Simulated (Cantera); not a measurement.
A perfectly stirred reactor is fed with CH₄ : N₂ = 1 : 23 (molar parts), at 1330 Pa; it is held at 1925 K, and followed from long to short residence time.

Cantera simulation using GRI-Mech 3.0 (53 species, 325 reactions); the numbers are that mechanism's predictions, not measurements. GRI-Mech 3.0 stops at C3 and has no aromatics, soot or wall deposition, so with more carbon than oxygen in the feed, carbon stays in small species such as C2H2 where larger ones or solid carbon would form. Radical loss at walls, strong at low pressure, is not modelled.

One state of this run: x CH₄ = 0.0400; x H₂ = 0.00127; x CH₂ = 1.24e-6; x CH₃ = 0.000973; x C₂H₄ = 0.000205; x H = 1.11e-5. x: mole fraction; the columns are a selection and need not sum to one.

### Question
Which value of τ (s) does it belong to?
A) 0.26
B) 0.12
C) 3.1
D) 0.0044

### Answer
D, 0.0044
